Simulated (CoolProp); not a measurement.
Vapour-liquid equilibrium of ethylene (1) + n-butane (2) at 38.1 kPa; x and y are mole fractions of (1).

Computed with CoolProp (multi-fluid Helmholtz-energy mixture model, Smukala 2000 and Bücker 2006; pair parameters Bell 2016).

```csv
x,"bubble temperature, mixture model (°C)","bubble temperature, Raoult's law (°C)","y, mixture model","y, Raoult's law"
0.05,-70.3,-62.7,0.938,0.896
0.15,-90.4,-86.7,0.990,0.986
0.25,-97.3,-96.6,0.995,0.995
0.35,-101.6,-102.6,0.997,0.998
0.45,-105.2,-106.8,0.998,0.999
0.55,-108.4,-110.0,0.999,0.999
0.65,-111.3,-112.5,1.000,1.000
0.75,-113.9,-114.7,1.000,1.000
0.85,-116.1,-116.5,1.000,1.000
0.95,-118.0,-118.0,1.000,1.000
```

The largest gap from Raoult's law is -7.6 K in bubble temperature, at x = 0.05. No azeotrope shows between x = 0.05 and 0.95.

Pair parameters are fitted to limited data, so mixtures are less certain than the pure fluids. The gap from Raoult's law changes sign with composition, which may be real or a fault of the pair parameters; it wasn't checked against measurements.
